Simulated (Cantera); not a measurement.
A closed system holds: 1 mol K₂CO₃, 0.058 mol CO₂, 0.017 mol H₂O, at 13300 Pa.

Equilibrium computed with Cantera from the NASA thermochemical tables; the gas is ideal and each condensed phase is pure. Candidate condensed phases: C, C₆H₆, C₇H₈, C₈H₁₈, H₂O, K, KOH, KO₂, K₂CO₃, K₂O, K₂O₂; 116 gas species. The numbers say what is thermodynamically allowed, not how fast it happens.

x: gas mole fraction; n: condensed amount in mol.

| T (°C) | x CO₂ | x K | x KOH | x H₂O | x O₂ | x KO | n K₂CO₃(s) | n K₂CO₃(l) |
|---|---|---|---|---|---|---|---|---|
| 452 | 0.773 | <1e-12 | 1.48e-10 | 0.227 | 5.93e-10 | <1e-12 | 1.00 | 0 |
| 552 | 0.773 | <1e-12 | 2.73e-8 | 0.227 | 2.51e-9 | <1e-12 | 1.00 | 0 |
| 652 | 0.773 | 1.65e-11 | 1.57e-6 | 0.227 | 3.52e-8 | <1e-12 | 1.00 | 0 |
| 752 | 0.773 | 2.86e-9 | 3.92e-5 | 0.227 | 3.45e-7 | <1e-12 | 1.000 | 0 |
| 852 | 0.773 | ? | ? | 0.226 | ? | ? | 1.000 | 0 |
| 952 | 0.772 | 5.58e-6 | 0.00432 | 0.224 | 1.24e-5 | 2.19e-9 | 0 | 1.000 |
| 1052 | 0.767 | 8.77e-5 | 0.0228 | 0.210 | 5.98e-5 | 6.65e-8 | 0 | 0.999 |
| 1152 | 0.749 | 0.000856 | 0.0853 | 0.164 | 0.000306 | 1.31e-6 | 0 | 0.996 |
| 1252 | 0.713 | 0.00577 | 0.202 | 0.0770 | 0.00161 | 1.84e-5 | 0 | 0.990 |
| 1352 | 0.673 | ? | ? | ? | ? | ? | 0 | 0.983 |
| 1452 | 0.599 | 0.126 | 0.240 | 0.00182 | 0.0314 | 0.00151 | 0 | 0.974 |
| 1552 | 0.299 | 0.544 | 0.00963 | 3.34e-7 | 0.133 | 0.0126 | 0 | 0 |
| 1652 | 0.298 | 0.545 | 0.00962 | 1.25e-6 | 0.134 | 0.0118 | 0 | 0 |
| 1752 | 0.296 | 0.544 | 0.00958 | 4.09e-6 | 0.135 | 0.0112 | 0 | 0 |

**Question.** What belongs in the gaps?

**Answer.** 
- 1352, x K: 0.0296
- 1352, x KOH: 0.273
- 1352, x H₂O: 0.0163
- 1352, x O₂: 0.00762
- 1352, x KO: 0.000188
- 852, x K: 1.88e-7
- 852, x KOH: 0.000535
- 852, x O₂: 2.34e-6
- 852, x KO: 3.74e-11
